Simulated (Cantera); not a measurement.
An adiabatic, constant-volume homogeneous reactor starts with CH4 : CO : O2 : N2 = 1 : 0.64 : 4.94 : 18.6 (molar parts), at 1650 K and 1.00 bar. Integrator tolerance rtol = 1e-08.

Computed with Cantera and GRI-Mech 3.0 (53 species, 325 reactions).

Question: What does this change do: initial temperature 1650 to 1573 K?

Answer: 
| quantity | before | after |
|---|---|---|
| time of steepest temperature rise | 0.260 ms | 0.453 ms |
| temperature at 1.00 s | 2631 K | 2595 K |
| equilibrium temperature | 2631 K | 2595 K |
| x(CH4) at 1.00 s | <1e-12 (gas-phase equilibrium <1e-12) | <1e-12 (gas-phase equilibrium <1e-12) |
| x(CO) at 1.00 s | 0.0101 (gas-phase equilibrium 0.0101) | 0.00859 (gas-phase equilibrium 0.00859) |
| x(O2) at 1.00 s | 0.0946 (gas-phase equilibrium 0.0946) | 0.0951 (gas-phase equilibrium 0.0951) |
| x(CH2O) at 1.00 s | 1.28e-11 (gas-phase equilibrium 1.28e-11) | 9.52e-12 (gas-phase equilibrium 9.52e-12) |
| x(CH2) at 1.00 s | <1e-12 (gas-phase equilibrium <1e-12) | <1e-12 (gas-phase equilibrium <1e-12) |
| x(CO2) at 1.00 s | 0.0549 (gas-phase equilibrium 0.0549) | 0.0566 (gas-phase equilibrium 0.0566) |
| x(C2H2) at 1.00 s | <1e-12 (gas-phase equilibrium <1e-12) | <1e-12 (gas-phase equilibrium <1e-12) |

Question: What does this change do: 1 parts H2O added?

Answer: 
```json
[
 {"quantity": "time of steepest temperature rise", "before": "0.260 ms", "after": "0.259 ms"},
 {"quantity": "temperature at 1.00 s", "before": "2631 K", "after": "2589 K"},
 {"quantity": "equilibrium temperature", "before": "2631 K", "after": "2589 K"},
 {"quantity": "x(CH4) at 1.00 s", "before": "<1e-12 (gas-phase equilibrium <1e-12)", "after": "<1e-12 (gas-phase equilibrium <1e-12)"},
 {"quantity": "x(CO) at 1.00 s", "before": "0.0101 (gas-phase equilibrium 0.0101)", "after": "0.00836 (gas-phase equilibrium 0.00836)"},
 {"quantity": "x(O2) at 1.00 s", "before": "0.0946 (gas-phase equilibrium 0.0946)", "after": "0.0913 (gas-phase equilibrium 0.0913)"},
 {"quantity": "x(CH2O) at 1.00 s", "before": "1.28e-11 (gas-phase equilibrium 1.28e-11)", "after": "1.31e-11 (gas-phase equilibrium 1.31e-11)"},
 {"quantity": "x(CH2) at 1.00 s", "before": "<1e-12 (gas-phase equilibrium <1e-12)", "after": "<1e-12 (gas-phase equilibrium <1e-12)"},
 {"quantity": "x(CO2) at 1.00 s", "before": "0.0549 (gas-phase equilibrium 0.0549)", "after": "0.0543 (gas-phase equilibrium 0.0543)"},
 {"quantity": "x(C2H2) at 1.00 s", "before": "<1e-12 (gas-phase equilibrium <1e-12)", "after": "<1e-12 (gas-phase equilibrium <1e-12)"}
]
```
